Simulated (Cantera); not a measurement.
Feed: 1 mol Si₃N₄, 0.0013 mol O₂, 140 mol N₂, 0.3 mol N₂O, equilibrated at 10.0 Torr.

Equilibrium computed with Cantera from the NASA thermochemical tables; the gas is ideal and each condensed phase is pure. Candidate condensed phases: Si, SiO₂, Si₂N₂O, Si₃N₄; 16 gas species. Mutual solubility and eutectic melting of coexisting phases are not modelled. The numbers say what is thermodynamically allowed, not how fast it happens.

Problem. What share of the Si ends up in condensed phases as a function of T (°C), at 1027, 1127, 1227, 1327, 1427, 1527, 1627, 1727, 1827?

Solution. 
```tsv
T (°C)	Si condensed (%)	as
1027	100.0	Si₂N₂O(s) + Si₃N₄(s)
1127	100.0	Si₂N₂O(s) + Si₃N₄(s)
1227	100.0	Si₂N₂O(s) + Si₃N₄(s)
1327	99.2	Si₂N₂O(s) + Si₃N₄(s)
1427	89.8	Si₃N₄(s)
1527	88.9	Si₃N₄(s)
1627	84.6	Si(l)
1727	72.2	Si(l)
1827	36.3	Si(l)
```
